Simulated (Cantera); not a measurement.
Thermal oxidation and active oxidation of silicon: Si + O2 + N2

Input: 1 mol Si, 0.095 mol O2, a varied amount of N2, held at 750 Pa.

Method: chemical equilibrium by Gibbs-energy minimisation in Cantera with the NASA 1993 tables (ideal gas, pure condensed phases). Candidate condensed phases: Si, SiO2, Si2N2O, Si3N4; 16 gas species. N2 is the only nitrogen source here; it is nearly inert below about 1500 K, so the nitride shown seldom forms there in practice. Mutual solubility and eutectic melting of coexisting phases are not modelled. Kinetics and transport are ignored.

Q: Map the stable condensed phases over T = 998, 1098, 1198, 1298, 1398, 1498, 1598, 1698, 1798, 1898 K and n(N2) in mol = 110, 150, 190, 250, 330, 440, 580, 760.

A: 
```
T in K \ n(N2) in mol
         110 150 190 250 330 440 580 760
   1898    A   A   A   A   A   B   B   B
   1798    A   A   A   A   A   A   A   A
   1698    C   C   C   C   C   C   C   C
   1598    D   D   D   D   D   D   C   C
   1498    D   D   D   D   D   D   D   D
   1398    D   D   D   D   D   D   D   D
   1298    D   D   D   D   D   D   D   D
   1198    D   D   D   D   D   D   D   D
   1098    D   D   D   D   D   D   D   D
    998    D   D   D   D   D   D   D   D
```
A: Si; B: gas only; C: Si3N4; D: Si2N2O + Si3N4.
